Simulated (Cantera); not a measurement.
A perfectly stirred reactor is fed with CH4 : H2 : O2 = 0.0023 : 1 : 0.0031 (molar parts), equivalence ratio 160, at 32000 Pa; it is held at 2875 K, and followed from long to short residence time.

Cantera simulation using GRI-Mech 3.0 (53 species, 325 reactions); the numbers are that mechanism's predictions, not measurements.

Question: What does this change do: temperature 2875 to 1525 K?

Answer: 
| quantity | before | after |
|---|---|---|
| x(CH4) at τ = 3.60 s | 7.12e-9 | 0.00216 |
| x(H2) at τ = 3.60 s | 0.823 | 0.992 |
| x(O2) at τ = 3.60 s | 4.31e-8 | 7.33e-6 |
| x(OH) at τ = 3.60 s | 0.000206 | 1.24e-8 |
| x(H) at τ = 3.60 s | 0.171 | 6.37e-5 |
| x(CH4) at τ = 0.100 s | 2.65e-7 | 0.00219 |
| x(H2) at τ = 0.100 s | 0.825 | 0.991 |
| x(O2) at τ = 0.100 s | 6.09e-8 | 6.01e-5 |
| x(OH) at τ = 0.100 s | 0.000204 | 5.84e-8 |
| x(H) at τ = 0.100 s | 0.169 | 0.000279 |

Question: What does this change do: H2 1 to 8 parts?

Answer: 
```tsv
quantity	before	after
x(CH4) at τ = 3.60 s	7.12e-9	6.98e-9
x(H2) at τ = 3.60 s	0.823	0.828
x(O2) at τ = 3.60 s	4.31e-8	7.33e-10
x(OH) at τ = 3.60 s	0.000206	2.58e-5
x(H) at τ = 3.60 s	0.171	0.171
x(CH4) at τ = 0.100 s	2.65e-7	2.50e-7
x(H2) at τ = 0.100 s	0.825	0.830
x(O2) at τ = 0.100 s	6.09e-8	3.07e-9
x(OH) at τ = 0.100 s	0.000204	2.57e-5
x(H) at τ = 0.100 s	0.169	0.170
```
